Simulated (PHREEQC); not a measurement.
Dissolve 0.0012 mol/kgw Pb(NO3)2, 0.00097 mol/kgw CuCl2, 0.0033 mol/kgw NaF and 0.084 mol/kgw Na2SO4 at 25 °C. Closed to the air; pH follows from the charge balance.

The numbers come from PHREEQC with the ion-association model, wateq4f.dat.

Task: The ionic strength comes out as 0.226 mol/kgw. What activity coefficients do Cl-, Pb(SO4)2-2, Cu2(OH)2+2, CuF+, Pb+2 get?

Result: Cl- 0.70, Pb(SO4)2-2 0.30, Cu2(OH)2+2 0.30, CuF+ 0.74, Pb+2 0.30.

This is a speciation only: nothing precipitates in the calculation. Examples of supersaturated solids here: Anglesite, Larnakite. Others may be too.
